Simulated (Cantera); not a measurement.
A closed system holds: 1 mol HMDSO, 3.9 mol O2, equilibrated at 0.133 bar.

These are equilibrium values from Cantera (NASA tables, ideal gas, pure condensed phases), not measurements of a reactor. Candidate condensed phases: C, C6H6, C7H8, C8H18, H2O, Si, SiC, SiO2; 123 gas species. The feed counts by its element totals alone. Mutual solubility and eutectic melting of coexisting phases are not modelled. The tables hold silica as quartz up to 1696 K and as liquid above; real silica turns to tridymite and cristobalite and melts near 1996 K. Equilibrium is a limit: real reactors are often held back by kinetics, nucleation or transport. All values below are at 1673 K.

Base state: H2 0.605, CO 0.381, SiO 0.0130, H 0.000243, H2O 5.23e-5, CH4 1.96e-5 (mole fractions); condensed: SiC(s) + SiO2(β-quartz).

Question: What changes in the equilibrium state with this change: pressure from 0.133 bar to 74.0 mbar?

Answer: 
```json
[
 {"species": "H2", "before": "0.605", "after": "0.593"},
 {"species": "CO", "before": "0.381", "after": "0.378"},
 {"species": "SiO", "before": "0.0130", "after": "0.0286"},
 {"species": "CH4", "before": "1.96e-5", "after": "7.02e-6"},
 {"species": "H", "before": "0.000243", "after": "0.000322"},
 {"species": "H2O", "before": "5.23e-5", "after": "4.19e-5"},
 {"species": "SiC(s), mol", "before": "0.336", "after": "0.255"},
 {"species": "SiO2(β-quartz), mol", "before": "1.47", "after": "1.31"}
]
```
